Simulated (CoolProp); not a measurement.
Vapour-liquid equilibrium of n-hexane (1) + ethylbenzene (2) at 395.2 K; x and y are mole fractions of (1).

Values from CoolProp's multi-fluid Helmholtz-energy mixture model, Thol 2019 and Zhou 2012; pair parameters Bell 2016.

```json
[
 {"x": "0.05", "bubble pressure (MPa)": "0.09101", "y at the bubble point": "0.279", "dew pressure at overall composition x (MPa)": "0.07148", "liquid density (mol/L)": "7.257"},
 {"x": "0.2", "bubble pressure (MPa)": "0.1524", "y at the bubble point": "0.622", "dew pressure at overall composition x (MPa)": "0.08321", "liquid density (mol/L)": "7.148"},
 {"x": "0.35", "bubble pressure (MPa)": "0.2063", "y at the bubble point": "0.760", "dew pressure at overall composition x (MPa)": "0.09945", "liquid density (mol/L)": "7.033"},
 {"x": "0.5", "bubble pressure (MPa)": "0.2557", "y at the bubble point": "0.841", "dew pressure at overall composition x (MPa)": "0.1233", "liquid density (mol/L)": "6.912"},
 {"x": "0.65", "bubble pressure (MPa)": "0.3031", "y at the bubble point": "0.898", "dew pressure at overall composition x (MPa)": "0.1612", "liquid density (mol/L)": "6.784"},
 {"x": "0.8", "bubble pressure (MPa)": "0.3509", "y at the bubble point": "0.945", "dew pressure at overall composition x (MPa)": "0.2285", "liquid density (mol/L)": "6.648"},
 {"x": "0.95", "bubble pressure (MPa)": "0.4012", "y at the bubble point": "0.986", "dew pressure at overall composition x (MPa)": "0.3570", "liquid density (mol/L)": "6.503"}
]
```

No azeotrope shows between x = 0.05 and 0.95.

Pair parameters are fitted to limited data, so mixtures are less certain than the pure fluids.
